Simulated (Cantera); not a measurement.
# Premixed flame

A freely propagating, adiabatic, planar premixed flame of CH₄ : O₂ : N₂ = 1 : 2 : 7.52 (molar parts), equivalence ratio 1.0, unburnt at 550 K and 518 Torr; mixture-averaged transport, grid criteria slope 0.08 and curve 0.16, no radiation.

Detailed kinetics in Cantera: GRI-Mech 3.0 (53 species, 325 reactions). Burning velocities carry a grid error of a few per cent, more on coarse grids.

```
z (mm)  T (K)  u (m/s)     x CH₄    x O₂     x NO     x CO₂    x N₂O    x C₂H₆
------  -----  -------  --------  ------  -------  --------  -------  --------
-1.40     550     1.22    0.0950   0.190    <1e-8   7.46e-8    <1e-8   1.74e-8
-0.935    551     1.22    0.0947   0.190    <1e-8   1.37e-6    <1e-8   3.51e-7
-0.701    556     1.23    0.0941   0.189  1.07e-8   1.08e-5    <1e-8   2.94e-6
-0.467    601     1.34    0.0908   0.185  1.14e-7  0.000160    <1e-8   4.71e-5
-0.234    964     2.19    0.0668   0.156  1.63e-6   0.00325    <1e-8  0.000792
-0.117   1377     3.16    0.0371   0.115  4.26e-6   0.00984  1.50e-8  0.000913
0        1763     4.08   0.00908  0.0669  9.24e-6    0.0215  3.48e-8   9.07e-5
0.117    1920     4.45  0.000740  0.0384  1.57e-5    0.0348  5.79e-8   4.82e-7
0.234    1960     4.52   3.24e-5  0.0283  2.00e-5    0.0454  7.20e-8     <1e-8
0.467    2001     4.59   7.78e-8  0.0230  2.43e-5    0.0562  7.66e-8     <1e-8
0.935    2055     4.70     <1e-8  0.0203  3.02e-5    0.0620  7.74e-8     <1e-8
1.87     2123     4.83     <1e-8  0.0179  4.08e-5    0.0650  8.26e-8     <1e-8
3.74     2198     4.97     <1e-8  0.0152  6.12e-5    0.0686  9.23e-8     <1e-8
```
x: mole fraction of selected species; z is measured from the peak of heat release.

The laminar burning velocity comes out as 121 cm/s. The thermal thickness comes out as 0.467 mm, the peak x(C₂H₆) is 0.00107 and the grid points is 156.
